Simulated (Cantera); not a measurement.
An isothermal, constant-pressure homogeneous reactor starts with 8.33 % C2H6, 91.7 % N2, at 2023 K and 0.000270 bar.

Detailed kinetics in Cantera: GRI-Mech 3.0 (53 species, 325 reactions). GRI-Mech 3.0 stops at C3 and has no aromatics, soot or wall deposition, so with more carbon than oxygen in the feed, carbon stays in small species such as C2H2 where larger ones or solid carbon would form. Radical loss at walls, strong at low pressure, is not modelled.

Task: Predict: x(C2H) at 10.0 s; x(CH4) at 10.0 s; x(CH3) at 10.0 s; x(C2H2) at 10.0 s; x(HCN) at 10.0 s.

Result: 
| Quantity | Value |
|---|---|
| x(C2H) at 10.0 s | 3.62e-5 (gas-phase equilibrium 0.000162) |
| x(CH4) at 10.0 s | 0.000127 (gas-phase equilibrium 2.31e-8) |
| x(CH3) at 10.0 s | 6.27e-5 (gas-phase equilibrium 1.52e-7) |
| x(C2H2) at 10.0 s | 0.0711 (gas-phase equilibrium 0.0239) |
| x(HCN) at 10.0 s | 0.000230 (gas-phase equilibrium 0.0912) |
